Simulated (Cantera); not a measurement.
A perfectly stirred reactor is fed with NH₃ : N₂ = 1 : 3.3 (molar parts), at 0.0263 atm; it is held at 1898 K, and followed from long to short residence time.

Model: the gas-phase N/H chemistry of the illustrative SiF4/NH3 mechanism in the Surface Chemkin manual (1991), integrated in Cantera. Walls and surfaces, which speed up NH3 decomposition in real reactors, are not modelled.

x: mole fraction; the columns are a selection and need not sum to one.

```tsv
τ (s)	x NH₃	x H	x NH	x N₂	x NH₂
0.96	0.150	7.90e-5	8.06e-6	0.749	0.000326
0.56	0.175	5.48e-5	8.22e-6	0.755	0.000375
0.33	0.194	3.71e-5	8.00e-6	0.759	0.000420
0.19	0.209	2.38e-5	7.39e-6	0.762	0.000462
0.11	0.218	1.48e-5	(withheld)	0.764	0.000495
0.064	0.224	8.75e-6	(withheld)	0.766	0.000513
0.037	0.228	4.82e-6	(withheld)	0.766	0.000506
0.022	0.230	2.52e-6	(withheld)	0.767	0.000466
0.013	0.231	1.19e-6	(withheld)	0.767	0.000387
0.0074	0.232	5.10e-7	(withheld)	0.767	0.000272
0.0043	0.232	2.78e-7	(withheld)	0.767	0.000170
```

Some entries are withheld; supply them.


- 0.11, x NH: 6.48e-6
- 0.064, x NH: 5.45e-6
- 0.037, x NH: 4.39e-6
- 0.022, x NH: 3.43e-6
- 0.013, x NH: 2.45e-6
- 0.0074, x NH: 1.45e-6
- 0.0043, x NH: 7.23e-7
